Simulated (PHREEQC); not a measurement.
## Silver or lead bath

A solution holds 0.0027 mol/kgw Pb(NO3)2 and 0.0064 mol/kgw HNO3, at 25 °C. Closed to the air; pH follows from the charge balance.

All values are PHREEQC results (ion-association model, phreeqc.dat), not measurements.

Each row changes one thing in this solution. No solid was allowed to form.

```json
[
 {"case": "as made", "pH": "2.24", "Pb+2 (mol/kgw)": "0.00244", "PbNO3+ (mol/kgw)": "0.000258", "PbOH+ (mol/kgw)": "5.76e-9", "Pb2OH+3 (mol/kgw)": "5.08e-10", "SI of Pb(OH)2 (Pb(OH)2)": "-6.49"},
 {"case": "temperature from 25 to 90 °C", "pH": "2.25", "Pb+2 (mol/kgw)": "0.00246", "PbNO3+ (mol/kgw)": "0.000242", "PbOH+ (mol/kgw)": "5.58e-9", "Pb2OH+3 (mol/kgw)": "5.31e-10", "SI of Pb(OH)2 (Pb(OH)2)": "-4.67"},
 {"case": "diluted 5-fold with water", "pH": "2.92", "Pb+2 (mol/kgw)": "___", "PbNO3+ (mol/kgw)": "1.44e-5", "PbOH+ (mol/kgw)": "7.09e-9", "Pb2OH+3 (mol/kgw)": "1.05e-10", "SI of Pb(OH)2 (Pb(OH)2)": "___"},
 {"case": "temperature from 25 to 55 °C", "pH": "2.24", "Pb+2 (mol/kgw)": "0.00245", "PbNO3+ (mol/kgw)": "0.000251", "PbOH+ (mol/kgw)": "___", "Pb2OH+3 (mol/kgw)": "___", "SI of Pb(OH)2 (Pb(OH)2)": "___"},
 {"case": "temperature from 25 to 15 °C", "pH": "2.24", "Pb+2 (mol/kgw)": "0.00244", "PbNO3+ (mol/kgw)": "0.000259", "PbOH+ (mol/kgw)": "5.79e-9", "Pb2OH+3 (mol/kgw)": "5.05e-10", "SI of Pb(OH)2 (Pb(OH)2)": "-6.85"}
]
```

Q: Complete the blanks.

A: 
- diluted 5-fold with water, Pb+2 (mol/kgw): 0.000526
- diluted 5-fold with water, SI of Pb(OH)2 (Pb(OH)2): -5.70
- temperature from 25 to 55 °C, PbOH+ (mol/kgw): 5.69e-9
- temperature from 25 to 55 °C, Pb2OH+3 (mol/kgw): 5.17e-10
- temperature from 25 to 55 °C, SI of Pb(OH)2 (Pb(OH)2): -5.56

Away from 25 °C the constants follow the database's enthalpies or fits; those with neither stay at their 25 °C values.
